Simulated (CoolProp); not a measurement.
Properties of oxygen along the isobar 24.9 MPa.

Computed with CoolProp (reference Helmholtz-energy equation of state, Schmidt 1985). Above 300 K oxygen's equation is extrapolated.

| T (K) | phase | density (kg/m³) | speed of sound (m/s) | Joule-Thomson coefficient (K/MPa) | conductivity (mW/(m K)) | fugacity coefficient |
|---|---|---|---|---|---|---|
| 75.9 | liquid | 1246 | 1098 | -0.3711 | 185 | 0.001860 |
| 105.7 | liquid | 1124 | 909.8 | -0.3332 | 149 | 0.03337 |
| 135.4 | liquid | 993.4 | 733.5 | -0.2211 | 115 | 0.1411 |
| 165.2 | supercritical | 845.2 | (withheld) | 0.02413 | (withheld) | 0.3170 |
| 195 | supercritical | 681.6 | 451.0 | 0.4551 | 64.5 | 0.5080 |
| 224.8 | supercritical | 533.0 | 393.0 | 0.8871 | 52.0 | 0.6690 |
| 254.6 | supercritical | 427.8 | 380.2 | 1.073 | 45.5 | 0.7873 |
| 284.4 | supercritical | 358.5 | 385.1 | 1.065 | 42.5 | 0.8706 |
| 314.2 | supercritical | 310.6 | 395.8 | 0.9731 | 41.4 | 0.9292 |
| 344 | supercritical | 275.5 | 408.3 | (withheld) | 41.6 | 0.9707 |
| 373.8 | supercritical | 248.5 | 421.2 | 0.7331 | (withheld) | (withheld) |
| 403.5 | supercritical | (withheld) | 433.8 | 0.6177 | 43.4 | 1.022 |

### Question
Fill in the missing entries.

### Answer

- 165.2, speed of sound (m/s): 572.6
- 165.2, conductivity (mW/(m K)): 85.7
- 344, Joule-Thomson coefficient (K/MPa): 0.8547
- 373.8, conductivity (mW/(m K)): 42.4
- 373.8, fugacity coefficient: 1.000
- 403.5, density (kg/m³): 227.1

Thermal conductivity comes from a separate model (Lemmon 2004).
